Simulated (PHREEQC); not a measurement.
PHREEQC input (Pitzer model, pitzer.dat):

```
SOLUTION 1
  temp 25
  units mol/kgw
  pH 7 charge
  Cl 0.4792
  Mg 0.028
  Na 0.26
  Sr 0.068
  K 0.0096
  Ca 0.0088
END
USE solution 1
INCREMENTAL_REACTIONS false
REACTION 1
  H2O -1
  0 9.886 18.011 24.689 30.178 34.689 38.397 41.444
  43.949 46.007 47.699 49.089 50.232 51.172 51.944 52.578
  53.1 53.528 53.88 54.17 moles
EQUILIBRIUM_PHASES 1
  Bischofite 0 0
  Brucite 0 0
  Carnallite 0 0
  Halite 0 0
  Portlandite 0 0
  Sylvite 0 0
  MgCl2_4H2O 0 0
SELECTED_OUTPUT 1
  -reset false
  -pH true
  -pe true
  -ionic_strength true
  -water true
  -activities H2O
  -totals Ca Cl K Mg Na Sr
  -molalities H+ Na+ K+ Mg+2 Ca+2 Sr+2 Cl- OH- MgOH+
  -equilibrium_phases Bischofite Brucite Carnallite Halite Portlandite Sylvite MgCl2_4H2O
PRINT
  -reset false
END
```

Selected output (columns that matter, 20 of 20 rows; water left (kg) added in front):

```
water left (kg)	pH	mu	Ca	Cl	K	Mg	Na	Sr	m_H+	m_Na+	m_K+	m_Mg+2	la_H2O	Halite
1	6.7947	0.584	0.0088	0.4792	0.0096	0.028	0.26	0.068	1.9826e-07	0.26	0.0096	0.028	-0.006028	0
0.821894	6.768	0.71055	0.010707	0.58304	0.01168	0.034068	0.31634	0.082736	2.0595e-07	0.31634	0.01168	0.034068	-0.007369	0
0.675514	6.7368	0.86453	0.013027	0.70939	0.014211	0.04145	0.38489	0.10066	2.1426e-07	0.38489	0.014211	0.04145	-0.0090271	0
0.555203	6.6999	1.0519	0.01585	0.86311	0.017291	0.050432	0.4683	0.12248	2.2338e-07	0.4683	0.017291	0.050432	-0.011087	0
0.456313	6.6555	1.2798	0.019285	1.0502	0.021038	0.061361	0.56978	0.14902	2.3365e-07	0.56978	0.021038	0.061361	-0.013661	0
0.375043	6.6014	1.5572	0.023464	1.2777	0.025597	0.074658	0.69325	0.18131	2.4563e-07	0.69325	0.025597	0.074658	-0.016902	0
0.30824	6.5346	1.8946	0.028549	1.5546	0.031145	0.090838	0.8435	0.22061	2.6027e-07	0.8435	0.031145	0.090838	-0.021021	0
0.253345	6.4509	2.3052	0.034735	1.8915	0.037893	0.11052	1.0263	0.26841	2.791e-07	1.0263	0.037893	0.11052	-0.026309	0
0.208215	6.3448	2.8048	0.042264	2.3015	0.046106	0.13448	1.2487	0.32659	3.0467e-07	1.2487	0.046106	0.13448	-0.033185	0
0.171138	6.2096	3.4125	0.051421	2.8001	0.056095	0.16361	1.5192	0.39734	3.4107e-07	1.5192	0.056095	0.16361	-0.042238	0
0.140655	6.0371	4.152	0.062565	3.4069	0.068252	0.19907	1.8485	0.48345	3.9487e-07	1.8485	0.068252	0.19907	-0.054333	0
0.115613	5.8185	5.0514	0.076116	4.1449	0.083036	0.24219	2.2489	0.58817	4.7648e-07	2.2489	0.083036	0.24219	-0.0707	0
0.0950203	5.5445	6.1461	0.092612	5.0431	0.10103	0.29467	2.7363	0.71564	6.0304e-07	2.7363	0.10103	0.29467	-0.093161	0
0.0780853	5.205	7.479	0.1127	6.1369	0.12294	0.35858	3.3297	0.87084	8.0389e-07	3.3297	0.12294	0.35858	-0.12437	0
0.0641769	4.9707	8.4282	0.13712	6.7952	0.14959	0.43629	3.3796	1.0596	1.0144e-06	3.3796	0.14959	0.43629	-0.1455	0.043105
0.0527548	4.8491	9.0014	0.16681	7.0148	0.18197	0.53076	2.8597	1.289	1.199e-06	2.8597	0.18197	0.53076	-0.15353	0.10914
0.0433504	4.6952	9.7519	0.203	7.3344	0.22145	0.6459	2.278	1.5686	1.4469e-06	2.278	0.22145	0.6459	-0.16573	0.16125
0.0356396	4.4916	10.753	0.24692	7.8125	0.26936	0.78564	1.662	1.908	1.7999e-06	1.662	0.26936	0.78564	-0.18503	0.20077
0.0292979	4.2084	12.123	0.30036	8.5458	0.32767	0.9557	1.0641	2.321	2.3485e-06	1.0641	0.32767	0.9557	-0.21692	0.22882
0.0240733	3.8037	14.024	0.36555	9.6709	0.39878	1.1631	0.56538	2.8247	3.2934e-06	0.56538	0.39878	1.1631	-0.27087	0.24639
```
